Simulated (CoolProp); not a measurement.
Vapour-liquid equilibrium of dimethyl ether (1) + 1-butene (2) at 0.0985 MPa; x and y are mole fractions of (1).

Model: multi-fluid Helmholtz-energy mixture model, Wu 2011 and Lemmon 2005; pair parameters Bell 2016, in CoolProp.

| x | bubble temperature, mixture model (°C) | bubble temperature, Raoult's law (°C) | y, mixture model | y, Raoult's law |
|---|---|---|---|---|
| 0.05 | (withheld) | -8.4 | 0.122 | 0.100 |
| 0.2 | -14.0 | -12.1 | (withheld) | 0.347 |
| 0.35 | (withheld) | -15.3 | 0.557 | 0.535 |
| 0.5 | (withheld) | -18.1 | 0.681 | 0.683 |
| 0.65 | -22.1 | -20.6 | (withheld) | 0.801 |
| 0.8 | -23.7 | -22.8 | 0.873 | 0.897 |
| 0.95 | (withheld) | -24.8 | (withheld) | 0.976 |

What belongs in the gaps?


- 0.05, bubble temperature, mixture model (°C): -9.1
- 0.2, y, mixture model: 0.385
- 0.35, bubble temperature, mixture model (°C): -17.6
- 0.5, bubble temperature, mixture model (°C): -20.2
- 0.65, y, mixture model: 0.782
- 0.95, bubble temperature, mixture model (°C): -25.0
- 0.95, y, mixture model: 0.966

The largest gap from Raoult's law is -2.3 K in bubble temperature, at x = 0.35. No azeotrope shows between x = 0.05 and 0.95.

Pair parameters are fitted to limited data, so mixtures are less certain than the pure fluids.
